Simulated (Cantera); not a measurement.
Input (Python, Cantera):

```python
import numpy as np
import cantera as ct

gas = ct.Solution("gri30.yaml")
gas.TPX = 1225, 170000, {'CO': 0.0067, 'O2': 0.017, 'H2O': 0.028, 'N2': 1}
reactor = ct.IdealGasConstPressureReactor(gas, energy="off", clone=False)
net = ct.ReactorNet([reactor])
net.rtol, net.atol = 1e-08, 1e-18
show = ['CO', 'O2', 'H2O', 'N2O', 'H2O2']
times = np.geomspace(3e-06, 80, 11)

steps = ct.SolutionArray(gas, extra=["t"])
rows = []
print(f"{'t/s':>10s}{'T/K':>9s}{'P/Pa':>11s}" + "".join(f"{s:>11s}" for s in show))
for t in times:
    while net.time < t:
        t_next = net.step()
        steps.append(gas.state, t=t_next)
    rows.append([np.interp(t, steps.t, y) for y in (steps.T, steps.P, *steps(*show).X.T)])
    print(f"{t:10.3e}{rows[-1][0]:9.1f}{rows[-1][1]:11.4g}" + "".join(f"{x:11.3e}" for x in rows[-1][2:]))
rate = np.gradient(steps.T, steps.t)
print("integrator steps:", len(steps.t))
if steps.T.max() > steps.T[0] + 200:
    print(f"time of steepest temperature rise: {steps.t[rate.argmax()]:.4e} s")
gas.TPX = 1225, 170000, {'CO': 0.0067, 'O2': 0.017, 'H2O': 0.028, 'N2': 1}
gas.equilibrate("TP")
print(f"equilibrium (TP): T = {gas.T:.1f} K  " + "  ".join(f"{s} {gas[s].X[0]:.3e}" for s in show))
```

Result:

```
       t/s      T/K       P/Pa         CO         O2        H2O        N2O       H2O2
 3.000e-06   1225.0    1.7e+05  6.371e-03  1.616e-02  2.662e-02  1.083e-16  4.025e-17
 1.659e-05   1225.0    1.7e+05  6.371e-03  1.616e-02  2.662e-02  2.595e-15  1.189e-15
 9.169e-05   1225.0    1.7e+05  6.371e-03  1.616e-02  2.662e-02  6.968e-14  6.145e-14
 5.069e-04   1225.0    1.7e+05  6.370e-03  1.616e-02  2.662e-02  7.848e-12  2.773e-11
 2.802e-03   1225.0    1.7e+05  3.269e-03  1.463e-02  2.647e-02  1.637e-07  4.737e-07
 1.549e-02   1225.0    1.7e+05  1.942e-04  1.311e-02  2.668e-02  4.129e-07  6.851e-08
 8.565e-02   1225.0    1.7e+05  4.938e-06  1.302e-02  2.671e-02  4.482e-07  4.168e-09
 4.735e-01   1225.0    1.7e+05  4.565e-08  1.302e-02  2.671e-02  3.338e-07  3.311e-10
 2.618e+00   1225.0    1.7e+05  1.455e-09  1.302e-02  2.671e-02  5.983e-08  1.313e-10
 1.447e+01   1225.0    1.7e+05  1.342e-09  1.302e-02  2.671e-02  6.432e-09  1.186e-10
 8.000e+01   1225.0    1.7e+05  1.342e-09  1.302e-02  2.671e-02  6.429e-09  1.186e-10
integrator steps: 1489
equilibrium (TP): T = 1225.0 K  CO 1.344e-09  O2 1.299e-02  H2O 2.671e-02  N2O 6.422e-09  H2O2 1.184e-10
```

Model: GRI-Mech 3.0 (53 species, 325 reactions), integrated in Cantera.
